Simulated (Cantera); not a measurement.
What does this Cantera script print?

```python
import numpy as np
import cantera as ct

gas_names = """
    CL CL2 H HCL H2 Si SiCL SiCL2 SiCL3 SiCL4 SiH SiHCL3 SiH2 SiH2CL2 SiH3 SiH3CL SiH4 Si2 Si3
""".split()
cond_names = """
    Si(cr) Si(L)
""".split()


# ... load() reads the species with a 1 bar reference pressure and builds the phases ...
atoms = {
    'SiCl4': {'Si': 1, 'CL': 4},
    'Cl2': {'CL': 2},
    'H2': {'H': 2},
}
top_T = {}  # K; cautious upper limits of use, not melting points


# ... equilibrate(T, P, feed) seeds the gas with the atoms and calls Mixture.equilibrate('TP', solver="vcs", rtol=1e-11, max_steps=5000) ...
results = []
T = 1198  # K
P = 1500000  # Pa
for m in [1.5, 1.8, 2.1, 2.5, 3, 3.6, 4.3, 5.1, 6.1, 7.3, 8.7, 10, 12]:
    feed = {'SiCl4': 1, 'Cl2': 1.9, 'H2': m}  # mol
    mix = equilibrate(T, P, feed)
    results.append((T, P, feed, dict(zip(mix.species_names, mix.species_moles))))

top = {s: max(r[3][s] / sum(r[3][g] for g in gas_names) for r in results) for s in gas_names}
cols = sorted((s for s in top if top[s] > 0.0001), key=lambda s: -top[s])[:6]
seen = [c for c in cond_names if any(r[3].get(c, 0) > 1e-12 for r in results)]
print("log10 of partial pressures in bar; condensed amounts in mol")
print(f"{'n(H2)':>10s}" + "".join(f"{s[:9]:>10s}" for s in cols + seen))
for T, P, feed, n in results:
    ng = sum(n[g] for g in gas_names)
    print(f"{feed['H2']:10.4g}" + "".join(f"{np.log10(max(n[s] / ng * P / 1e5, 1e-99)):10.3f}" for s in cols)
          + "".join(f"{n.get(c, 0):10.4g}" for c in seen))
```

Output:

```
log10 of partial pressures in bar; condensed amounts in mol
     n(H2)       HCL        H2     SiCL4       CL2    SiHCL3        CL
       1.5     1.010    -7.010     0.533     0.134    -9.058    -2.268
       1.8     1.060    -6.278     0.504    -0.498    -8.404    -2.583
       2.1     1.057    -0.225     0.476    -6.557    -2.376    -5.613
       2.5     1.024     0.219     0.442    -7.067    -1.934    -5.868
         3     0.986     0.443     0.402    -7.368    -1.711    -6.018
       3.6     0.944     0.590     0.358    -7.598    -1.567    -6.133
       4.3     0.901     0.696     0.311    -7.791    -1.464    -6.230
       5.1     0.855     0.775     0.263    -7.960    -1.388    -6.315
       6.1     0.805     0.842     0.209    -8.128    -1.325    -6.399
       7.3     0.752     0.897     0.151    -8.290    -1.274    -6.479
       8.7     0.697     0.941     0.090    -8.444    -1.235    -6.556
        10     0.652     0.971     0.040    -8.564    -1.210    -6.616
        12     0.590     1.004    -0.028    -8.719    -1.184    -6.694
```

Method: chemical equilibrium by Gibbs-energy minimisation in Cantera with the NASA 1993 tables (ideal gas, pure condensed phases). The tables' values for SiCl3 are old estimates; treat these amounts as uncertain.
